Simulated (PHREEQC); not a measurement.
Dissolve 2.6 mmol/kgw BaCl2, 1 mmol/kgw NaF and 11 mmol/kgw KCl at 25 °C. Closed to the air; pH follows from the charge balance.

Computed with PHREEQC (ion-association model, wateq4f.dat).

pH: 7.16
ionic strength: 0.0198 mol/kgw

```csv
species,molality,activity,log γ
Cl-,0.0162,0.0141,-0.061
K+,0.0110,0.00955,-0.061
Ba+2,0.00260,0.00152,-0.233
Na+,0.001000,0.000872,-0.059
F-,0.000999,0.000867,-0.062
NaF,4.33e-7,4.35e-7,0.002
```

No solid was allowed to form. Species that the database lacks are ignored.
